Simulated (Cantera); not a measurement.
Feed: 1 mol borazine, 190 mol H2, 0.26 mol H2O, held at 875 K and 443 Torr.

These are equilibrium values from Cantera (NASA tables, ideal gas, pure condensed phases), not measurements of a reactor. Candidate condensed phases: B, BN, B2O3, B3O3H3, H2O; 39 gas species. The feed counts by its element totals alone. Gases not in the tables: H3BO3. Rates play no part.

Base state: H2 0.999, H2O 0.000539, N2 0.000261, NH3 1.42e-5 (mole fractions); condensed: BN(s) + B2O3(l).

Problem. What changes in the equilibrium state with this change: borazine replaced by BCl3?

Solution. 
```json
[
 {"species": "H2", "before": "0.999", "after": "0.988"},
 {"species": "HCl", "before": "0", "after": "0.00931"},
 {"species": "BCl3", "before": "0", "after": "0.00208"},
 {"species": "H2O", "before": "0.000539", "after": "<1e-9"},
 {"species": "B3O3H3", "before": "<1e-9", "after": "0.000417"},
 {"species": "BN(s), mol", "before": "2.90", "after": "0"},
 {"species": "B2O3(l), mol", "before": "0.0517", "after": "0"},
 {"species": "B(s), mol", "before": "0", "after": "0.341"}
]
```
Gases not in the tables: BHCl2.
